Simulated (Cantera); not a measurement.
Feed: 1 mol PbO, 640 mol H2, 0.39 mol N2, equilibrated at 1250 °C and 15.0 Pa.

Cantera equilibrium calculation (NASA polynomials, part measured and part estimated; ideal gas, pure solids and liquids). Candidate condensed phases: H2O, Pb, PbO, PbO2, Pb3O4; 27 gas species. Kinetics and transport are ignored.

Base state: H2 0.994, H 0.00189, Pb 0.00156, H2O 0.00156, N2 0.000607 (mole fractions); condensed: gas only.

Problem. What changes in the equilibrium state with this change: pressure from 15.0 Pa to 98.0 Pa?

Solution. 
```tsv
species	before	after
H2	0.994	0.996
Pb	0.00156	0.00156
H2O	0.00156	0.00156
H	0.00189	0.000738
N2	0.000607	0.000608
```
